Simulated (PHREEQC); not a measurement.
A made-up water analysis in mmol/kgw, 25 °C, pH 2.9, pe 10.2:

```
constituent  mmol/kgw
-----------  --------
Na             0.0868
K                1.22
Ca               2.17
Mg              0.293
Cl               1.12
S(6)             3.99
Fe(3)         0.00878
```

Valence states are taken as typed.

Equilibrium calculation in PHREEQC: ion-association model, phreeqc.dat.

```json
{
  "ionic_strength": "0.0124 mol/kgw",
  "specific_conductance": "1270 µS/cm",
  "total_alkalinity": "-1.69 meq/kg",
  "charge_balance_error": "-8.1 %"
}
```

```
species  molality  activity   log γ
-------  --------  --------  ------
SO4-2     0.00320   0.00205  -0.193
Ca+2      0.00175   0.00113  -0.190
H+        0.00139   0.00126  -0.043
K+        0.00120   0.00107  -0.050
Cl-       0.00112  0.000998  -0.050
CaSO4    0.000412  0.000413   0.001
HSO4-    0.000281  0.000251  -0.049
Mg+2     0.000223  0.000145  -0.187
Na+       8.59e-5   7.68e-5  -0.048
MgSO4     6.97e-5   6.99e-5   0.001
KSO4-     1.72e-5   1.54e-5  -0.047
FeSO4+    5.76e-6   5.15e-6  -0.048
CaHSO4+   3.83e-6   3.42e-6  -0.049
```

No solid was allowed to form. Examples of supersaturated solids here: Hematite (slow to form), Goethite (slow to form). Others may be too.
